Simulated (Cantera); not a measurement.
Thermal oxidation and active oxidation of silicon: Si + N2O + N2

Feed: 1 mol Si, 0.58 mol N2O, 220 mol N2, held at 13.0 Pa.

These are equilibrium values from Cantera (NASA tables, ideal gas, pure condensed phases), not measurements of a reactor. Candidate condensed phases: Si, SiO2, Si2N2O, Si3N4; 16 gas species. Mutual solubility and eutectic melting of coexisting phases are not modelled. The tables' values for SiN are old estimates; treat these amounts as uncertain. The tables hold silica as quartz up to 1696 K and as liquid above; real silica turns to tridymite and cristobalite and melts near 1996 K. The numbers say what is thermodynamically allowed, not how fast it happens.

```csv
T (K),log p N2,log p SiO,log p Si,log p SiN,n SiO2(β-quartz),n Si2N2O(s),n Si3N4(s),n Si(s)
975,-3.89,-13.86,<-15,<-15,0.0533,0.473,0,0
1075,-3.89,-11.32,<-15,<-15,0.0533,0.473,0,0
1175,-3.89,-9.22,<-15,<-15,0.0530,0.473,0,0
1275,-3.89,-7.45,-14.84,<-15,0.0334,0.453,0,0
1375,-3.89,-7.02,-11.47,-13.05,0,0.420,0,0
1475,-3.89,-6.55,-8.68,-10.46,0,0.101,0.105,0
1575,-3.89,-6.47,-7.24,-9.21,0,0,0,0.317
1675,-3.89,-6.47,-6.62,-8.75,0,0,0,0
1775,-3.89,-6.47,-6.61,-8.88,0,0,0,0
1875,-3.89,-6.47,-6.61,-9.00,0,0,0,0
1975,-3.89,-6.47,-6.61,-9.11,0,0,0,0
2075,-3.89,-6.47,-6.61,-9.21,0,0,0,0
2175,-3.89,-6.47,-6.61,-9.30,0,0,0,0
```
log p: log10 of the partial pressure in bar; n: condensed amount in mol.

From 975 K to 1275 K the condensed part is SiO2(β-quartz) + Si2N2O(s). At 1375 K the condensed part is Si2N2O(s). At 1475 K the condensed part is Si2N2O(s) + Si3N4(s). At 1575 K the condensed part is Si(s). From 1675 K to 2175 K nothing is condensed.
